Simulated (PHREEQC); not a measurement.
Consider water at 25 °C with 0.045 mol CaCl2 and 3.4e-05 mol Na3PO4 per kg of water. Closed to the air; pH follows from the charge balance.

Model: ion-association model, phreeqc.dat, run in PHREEQC.

```json
[
 {"quantity": "pH", "before": "8.86", "after": "9.27"},
 {"quantity": "SI of Halite (NaCl)", "before": "-6.85", "after": "-6.15"}
]
```

**Question.** Which change was made?
A. Na3PO4 from 3.4e-05 to 0.00017 mol/kgw
B. Na3PO4 from 3.4e-05 to 3.06e-05 mol/kgw
C. Na3PO4 replaced by NaHF2 at the same molality
D. CaCl2 replaced by HCl at the same molality

**Answer.** A, Na3PO4 from 3.4e-05 to 0.00017 mol/kgw

Precipitation was switched off in this run. Some of these states are supersaturated (in Hydroxyapatite, for instance).
